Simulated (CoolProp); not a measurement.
Vapour-liquid equilibrium of cyclohexane (1) + p-xylene (2) at 184.95 °C; x and y are mole fractions of (1).

The numbers come from the multi-fluid Helmholtz-energy mixture model, Zhou 2014 and Zhou 2012; pair parameters Bell 2016 in CoolProp.

| x | bubble pressure, mixture model (kPa) | bubble pressure, Raoult's law (kPa) | y, mixture model | y, Raoult's law |
|---|---|---|---|---|
| 0.05 | 349.5 | 342.3 | 0.158 | 0.154 |
| 0.125 | 413.9 | 398.3 | 0.329 | 0.330 |
| 0.2 | 475.6 | 454.3 | 0.453 | 0.463 |
| 0.275 | 534.9 | 510.3 | 0.547 | 0.567 |
| 0.35 | 591.9 | 566.4 | 0.623 | 0.650 |
| 0.425 | 647.2 | 622.4 | 0.685 | 0.718 |
| 0.5 | 701.0 | 678.4 | 0.739 | 0.775 |
| 0.575 | 753.7 | 734.4 | 0.786 | 0.824 |
| 0.65 | 805.8 | 790.4 | 0.829 | 0.865 |
| 0.725 | 857.7 | 846.4 | 0.868 | 0.901 |
| 0.8 | 909.7 | 902.5 | 0.905 | 0.932 |
| 0.875 | 962.2 | 958.5 | 0.941 | 0.960 |
| 0.95 | 1016 | 1014 | 0.977 | 0.985 |

The largest gap from Raoult's law is +4.8 % in bubble pressure, at x = 0.275. No azeotrope shows between x = 0.05 and 0.95.

Pair parameters are fitted to limited data, so mixtures are less certain than the pure fluids.
